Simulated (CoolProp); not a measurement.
n-perfluoropentane along the isotherm 374.5 K: Z from the reference equation and from simpler models built on Tc = 421.0 K, pc = 20.63 bar, ω = 0.436; each cubic takes its own stable root.

Model: reference Helmholtz-energy equation of state, Gao 2022, in CoolProp.

```
p (bar)   phase  reference
-------  ------  ---------
8.33     liquid    0.05968
16.7     liquid     0.1178
25       liquid     0.1742
33.3     liquid     0.2295
41.7     liquid     0.2846
50       liquid     0.3382
58.3     liquid     0.3913
66.7     liquid     0.4443
75       liquid     0.4963
83.3     liquid     0.5477
91.7     liquid     0.5993
100      liquid     0.6499
```

Task: How far does each simpler model (van der Waals, Redlich-Kwong, Soave-Redlich-Kwong, Peng-Robinson) lie from the reference over these 12 states: mean and median of the absolute difference, and the worst?

Result: 
- van der Waals: mean 150.6 %, median 48.8 %, worst +1256.2 % at 374.5 K and 8.33 bar
- Redlich-Kwong: mean 110.3 %, median 12.0 %, worst +1185.7 % at 374.5 K and 8.33 bar
- Soave-Redlich-Kwong: mean 8.2 %, median 7.5 %, worst +14.0 % at 374.5 K and 8.33 bar
- Peng-Robinson: mean 4.0 %, median 4.4 %, worst -6.4 % at 374.5 K and 100 bar

At some of these states van der Waals, Redlich-Kwong gives the other phase, because its saturation line lies elsewhere.
